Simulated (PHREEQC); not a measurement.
A solution holds 0.9 mol/kgw CaCl2, 0.04 mol/kgw BaCl2 and 1.9 mol/kgw MgCl2, at 25 °C. Closed to the air; pH follows from the charge balance.

Computed with PHREEQC (Pitzer model, pitzer.dat).

| quantity | before | after |
|---|---|---|
| pH | 4.76 | 4.65 |
| MgOH+ (mol/kgw) | 1.56e-6 | 2.28e-6 |
| SI of Bischofite (MgCl2:6H2O) | -2.77 | -2.75 |
| SI of MgCl2_4H2O (MgCl2:4H2O) | -4.91 | -4.82 |

Task: Which change was made?
A. temperature from 25 to 35 °C
B. diluted 5-fold with water
C. BaCl2 replaced by HCl at the same molality
D. MgCl2 from 1.9 to 2.09 mol/kgw

Result: A, temperature from 25 to 35 °C

This is a speciation only: nothing precipitates in the calculation.
